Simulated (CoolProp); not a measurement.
A single-stage vapour-compression cycle with the fluid: evaporating at 229.15 K (dew point), condensing at 270.15 K (bubble point), superheat 8 K, subcooling 0 K, compressor efficiency 0.9, no pressure losses. The same conditions are run with several fluids, on thermodynamics alone (safety and materials aside).

Model: reference Helmholtz-energy equation of state of each fluid (carbonyl sulfide: Lemmon 2006; chlorine: Thol 2021; ethylene: Smukala 2000; ammonia: Gao 2020; R407C: Lemmon 2003; R507A: Lemmon 2003), in CoolProp. Blends and air are pseudo-pure fits.

| fluid | cooling COP | pressure ratio | discharge temperature (K) | refrigerating effect (kJ/kg) | volumetric capacity (kJ/m³) |
|---|---|---|---|---|---|
| carbonyl sulfide | 4.22 | 4.45 | 333.2 | 260 | 1090 |
| chlorine | 4.15 | 5.23 | 369.7 | (withheld) | 600 |
| ethylene | 3.15 | 2.98 | 310.9 | (withheld) | 5420 |
| ammonia | (withheld) | (withheld) | 381.2 | 1230 | 623 |
| R407C | 3.53 | 7.39 | 314.8 | 196 | 613 |
| R507A | 4.12 | 4.92 | 290.2 | 148 | 897 |

Q: Fill in the missing entries.

A: 
- chlorine, refrigerating effect (kJ/kg): 257
- ethylene, refrigerating effect (kJ/kg): 246
- ammonia, cooling COP: 4.08
- ammonia, pressure ratio: 6.66
